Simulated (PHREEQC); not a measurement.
Synthetic water in mg/L, 25 °C, pH 3.56, pe 12.3:

```json
[
 {"constituent": "Na", "mg/L": "137"},
 {"constituent": "K", "mg/L": "216"},
 {"constituent": "Ca", "mg/L": "178"},
 {"constituent": "Mg", "mg/L": "32"},
 {"constituent": "Cl", "mg/L": "175"},
 {"constituent": "S(6) as SO4", "mg/L": "946"},
 {"constituent": "Cd", "mg/L": "29"},
 {"constituent": "Pb", "mg/L": "7.04"}
]
```

Valence states are taken as typed.

Computed with PHREEQC (ion-association model, wateq4f.dat).

This is a speciation only: nothing precipitates in the calculation.

**Question.** Order these Cd species by the share of Cd that they hold, largest first: Cd+2, CdSO4, CdCl2, CdCl+, Cd(SO4)2-2.

**Answer.** Cd+2 (53 %), CdSO4 (31 %), CdCl+ (13 %), Cd(SO4)2-2 (2.7 %), CdCl2 (0.18 %)

The pH is 3.56 and the ionic strength 0.0321 mol/kgw. Examples of supersaturated solids here: Anglesite. Others may be too.
